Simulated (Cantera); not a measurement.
Feed: 1 mol Al, 0.75 mol H2O, a varied amount of H2, at 1573.15 K and 0.00600 bar.

Cantera equilibrium calculation (NASA polynomials, part measured and part estimated; ideal gas, pure solids and liquids). Candidate condensed phases: Al, Al2O3, H2O; 19 gas species. Mutual solubility and eutectic melting of coexisting phases are not modelled. The numbers say what is thermodynamically allowed, not how fast it happens.

Task: At 21 mol H2, list the 5 most abundant gas species with their mole fractions, and the condensed phases.

Result: H2 0.986, Al 0.00693, Al2O 0.00627, H 0.000522, AlH 0.000490. Condensed: Al(l) + Al2O3(s).
